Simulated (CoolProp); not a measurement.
Saturation properties of n-perfluorohexane.

Computed with CoolProp (reference Helmholtz-energy equation of state, Gao 2022).

```csv
T (K),p (MPa),liquid density (kg/m³),vapour density (kg/m³),enthalpy of vaporisation (kJ/kg)
318.6,0.06701,1615,8.964,87.73
323.5,…,1600,10.62,86.38
328.4,0.09505,1584,12.51,…
333.3,0.1121,…,14.67,83.61
338.1,0.1311,1553,17.05,82.21
343,0.1529,1537,19.80,80.74
347.9,0.1774,1520,22.90,79.24
352.8,0.2049,1503,26.38,77.69
357.7,0.2355,1485,30.28,76.10
362.5,0.2687,1467,34.56,74.49
367.4,0.3062,1449,39.45,72.80
372.3,0.3475,1429,44.92,71.04
377.2,0.3930,1409,51.04,69.21
382.1,0.4428,1388,57.89,67.30
386.9,0.4962,1367,65.41,65.35
```

Task: Complete the blanks.

Result: 
- 323.5, p (MPa): 0.08007
- 328.4, enthalpy of vaporisation (kJ/kg): 85.01
- 333.3, liquid density (kg/m³): 1569

It boils at 330.3 K under 1 atm.
